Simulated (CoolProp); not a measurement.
Vapour-liquid equilibrium of C2F6 (R116) (1) + R134a (2) at 3.95 bar; x and y are mole fractions of (1).

Model: multi-fluid Helmholtz-energy mixture model, Lemmon 2006 and Tillner-Roth 1994; pair parameters Bell 2016, in CoolProp.

Question: Give the bubble temperature and the first vapour's composition at x = 0.35, 0.55, 0.75. Is there an azeotrope?

Answer: x = 0.35: 232.6 K, y = 0.887; x = 0.55: 229.9 K, y = 0.909; x = 0.75: 228.1 K, y = 0.928. No azeotrope shows between x = 0.05 and 0.95.

The pair parameters rest on a limited set of measurements; away from them the model extrapolates. With so large a gap from Raoult's law the liquid may split in two, which this calculation doesn't test in full.
